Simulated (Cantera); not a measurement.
A perfectly stirred reactor is fed with 58.8 % CH₄, 41.2 % CO₂, at 7500 Torr; it is held at 2100 K, and followed from long to short residence time.

Model: GRI-Mech 3.0 (53 species, 325 reactions), integrated in Cantera.

One state of this run: x CH₄ = 0.0143; x CO₂ = 0.00584; x HO₂ = <1e-12; x C₂H₂ = 0.0571; x C₂H₆ = 5.54e-6. x: mole fraction; the columns are a selection and need not sum to one.

Task: Which value of τ (s) does it belong to?
A) 5.6
B) 0.0058
C) 0.36
D) 0.023

Result: D, 0.023
